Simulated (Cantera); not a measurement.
Cantera run, input and output.

```python
import numpy as np
import cantera as ct

gas = ct.Solution("gri30.yaml")
gas.TPX = 2775, 7000, {'CH4': 0.002, 'H2': 1, 'CO2': 0.0057}
reactor = ct.IdealGasConstPressureReactor(gas, energy="off", clone=False)
net = ct.ReactorNet([reactor])
net.rtol, net.atol = 1e-08, 1e-18
show = ['CH4', 'H2', 'CO2', 'CH2', 'CH2CO', 'C2H', 'C2H6']
times = np.geomspace(0.0007, 7, 15)

steps = ct.SolutionArray(gas, extra=["t"])
rows = []
print(f"{'t/s':>10s}{'T/K':>9s}{'P/Pa':>11s}" + "".join(f"{s:>11s}" for s in show))
for t in times:
    while net.time < t:
        t_next = net.step()
        steps.append(gas.state, t=t_next)
    rows.append([np.interp(t, steps.t, y) for y in (steps.T, steps.P, *steps(*show).X.T)])
    print(f"{t:10.3e}{rows[-1][0]:9.1f}{rows[-1][1]:11.4g}" + "".join(f"{x:11.3e}" for x in rows[-1][2:]))
rate = np.gradient(steps.T, steps.t)
print("integrator steps:", len(steps.t))
if steps.T.max() > steps.T[0] + 200:
    print(f"time of steepest temperature rise: {steps.t[rate.argmax()]:.4e} s")
gas.TPX = 2775, 7000, {'CH4': 0.002, 'H2': 1, 'CO2': 0.0057}
gas.equilibrate("TP")
print(f"equilibrium (TP): T = {gas.T:.1f} K  " + "  ".join(f"{s} {gas[s].X[0]:.3e}" for s in show))
```

Output:

```
       t/s      T/K       P/Pa        CH4         H2        CO2        CH2      CH2CO        C2H       C2H6
 7.000e-04   2775.0       7000  9.385e-04  9.523e-01  1.686e-05  3.776e-05  2.770e-08  7.160e-07  1.108e-08
 1.351e-03   2775.0       7000  3.983e-04  9.352e-01  4.591e-06  3.705e-05  5.578e-08  3.137e-06  2.917e-09
 2.609e-03   2775.0       7000  1.095e-04  9.168e-01  4.534e-06  1.971e-05  6.648e-08  5.461e-06  2.838e-10
 5.038e-03   2775.0       7000  3.600e-05  8.926e-01  4.372e-06  1.232e-05  4.131e-08  4.932e-06  3.831e-11
 9.726e-03   2775.0       7000  6.434e-06  8.575e-01  4.020e-06  4.446e-06  7.107e-09  1.343e-06  1.528e-12
 1.878e-02   2775.0       7000  7.899e-09  8.108e-01  3.851e-06  1.112e-08  1.049e-11  2.851e-09  3.341e-18
 3.626e-02   2775.0       7000  9.849e-12  7.670e-01  3.785e-06  2.437e-11  3.871e-16  3.197e-15  5.414e-24
 7.000e-02   2775.0       7000  6.320e-12  7.470e-01  3.754e-06  1.958e-11  2.562e-16  2.284e-15  2.397e-24
 1.351e-01   2775.0       7000  5.959e-12  7.442e-01  3.749e-06  1.902e-11  2.426e-16  2.186e-15  2.151e-24
 2.609e-01   2775.0       7000  5.953e-12  7.442e-01  3.749e-06  1.901e-11  2.424e-16  2.184e-15  2.147e-24
 5.038e-01   2775.0       7000  5.953e-12  7.442e-01  3.749e-06  1.901e-11  2.424e-16  2.184e-15  2.147e-24
 9.726e-01   2775.0       7000  5.953e-12  7.442e-01  3.749e-06  1.901e-11  2.424e-16  2.184e-15  2.147e-24
 1.878e+00   2775.0       7000  5.953e-12  7.442e-01  3.749e-06  1.901e-11  2.424e-16  2.184e-15  2.147e-24
 3.626e+00   2775.0       7000  5.953e-12  7.442e-01  3.749e-06  1.901e-11  2.424e-16  2.184e-15  2.147e-24
 7.000e+00   2775.0       7000  5.953e-12  7.442e-01  3.749e-06  1.901e-11  2.424e-16  2.184e-15  2.147e-24
integrator steps: 1698
equilibrium (TP): T = 2775.0 K  CH4 6.148e-12  H2 7.442e-01  CO2 3.749e-06  CH2 1.958e-11  CH2CO 2.502e-16  C2H 2.253e-15  C2H6 2.287e-24
```

Model: GRI-Mech 3.0 (53 species, 325 reactions), integrated in Cantera.
